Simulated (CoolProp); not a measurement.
The numbers come from the reference Helmholtz-energy equation of state, Lemmon 2006 in CoolProp. It is a short technical equation, of lower accuracy than the large ones.

Problem. For nitrous oxide, give the phase and the cp (kJ/(kg K)), cv (kJ/(kg K)), Joule-Thomson coefficient (K/MPa) at 249.9 K and 10200 kPa; 286.2 K and 15.3 kPa; 219.7 K and 339 kPa.

Solution. 
- 249.9 K and 10200 kPa: liquid; cp 1.83, cv 0.912, Joule-Thomson coefficient -0.0756
- 286.2 K and 15.3 kPa: gas; cp 0.865, cv 0.676, Joule-Thomson coefficient 11.9
- 219.7 K and 339 kPa: gas; cp 0.879, cv 0.639, Joule-Thomson coefficient 25.0
